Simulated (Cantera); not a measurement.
Feed: 1 mol SiC, a varied amount of O2, 10 mol H2, equilibrated at 1300 K and 0.130 bar.

Equilibrium computed with Cantera from the NASA thermochemical tables; the gas is ideal and each condensed phase is pure. Candidate condensed phases: C, C6H6, C7H8, C8H18, H2O, Si, SiC, SiO2; 123 gas species. Mutual solubility and eutectic melting of coexisting phases are not modelled. The tables hold silica as quartz up to 1696 K and as liquid above; real silica turns to tridymite and cristobalite and melts near 1996 K. The numbers say what is thermodynamically allowed, not how fast it happens.

Q: At 0.092 mol O2, list the 3 most abundant gas species with their mole fractions, and the condensed phases.

A: H2 0.995, CO 0.00429, CH4 0.00101. Condensed: C(graphite) + SiC(s) + SiO2(β-quartz).
